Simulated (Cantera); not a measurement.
Input (Python, Cantera) and output of one run.

```python
import numpy as np
import cantera as ct

gas_names = [...]  # 62 gases of nasa_gas.yaml made of B, F, H, N, O
cond_names = """
    B(b) B(L) BN(s) B2O3(L) B3O3H3(cr) H2O(s) H2O(L)
""".split()


# ... load() reads the species with a 1 bar reference pressure and builds the phases ...
atoms = {
    'BF3': {'B': 1, 'F': 3},
    'H2O': {'H': 2, 'O': 1},
    'N2': {'N': 2},
}
top_T = {'BN(s)': 3200}  # K; cautious upper limits of use, not melting points


# ... equilibrate(T, P, feed) seeds the gas with the atoms and calls Mixture.equilibrate('TP', solver="vcs", rtol=1e-11, max_steps=5000) ...
results = []
T = 2350  # K
P = 37000  # Pa
for m in [0.11, 0.17, 0.26, 0.39, 0.59, 0.9, 1.4, 2.1, 3.1]:
    feed = {'BF3': 1, 'H2O': m, 'N2': 0.38}  # mol
    mix = equilibrate(T, P, feed)
    results.append((T, P, feed, dict(zip(mix.species_names, mix.species_moles))))

top = {s: max(r[3][s] / sum(r[3][g] for g in gas_names) for r in results) for s in gas_names}
cols = sorted((s for s in top if top[s] > 0.0001), key=lambda s: -top[s])[:5]
seen = [c for c in cond_names if any(r[3].get(c, 0) > 1e-12 for r in results)]
print("log10 of partial pressures in bar; condensed amounts in mol")
print(f"{'n(H2O)':>10s}" + "".join(f"{s[:9]:>10s}" for s in cols + seen))
for T, P, feed, n in results:
    ng = sum(n[g] for g in gas_names)
    print(f"{feed['H2O']:10.4g}" + "".join(f"{np.log10(max(n[s] / ng * P / 1e5, 1e-99)):10.3f}" for s in cols)
          + "".join(f"{n.get(c, 0):10.4g}" for c in seen))
```

Result:

```
log10 of partial pressures in bar; condensed amounts in mol
    n(H2O)       BF3        HF       H2O       BOF        N2
      0.11    -0.689    -1.295    -5.466    -1.598    -1.057
      0.17    -0.750    -1.137    -4.931    -1.440    -1.088
      0.26    -0.843    -0.996    -4.415    -1.299    -1.131
      0.39    -0.982    -0.876    -3.916    -1.179    -1.187
      0.59    -1.224    -0.772    -3.361    -1.075    -1.260
       0.9    -1.799    -0.691    -2.549    -0.997    -1.351
       1.4    -2.899    -0.701    -1.517    -1.048    -1.432
       2.1    -3.495    -0.754    -1.146    -1.166    -1.510
       3.1    -3.981    -0.823    -0.941    -1.310    -1.600
```

Method: chemical equilibrium by Gibbs-energy minimisation in Cantera with the NASA 1993 tables (ideal gas, pure condensed phases). The tables' values for BF2 are old estimates; treat these amounts as uncertain.
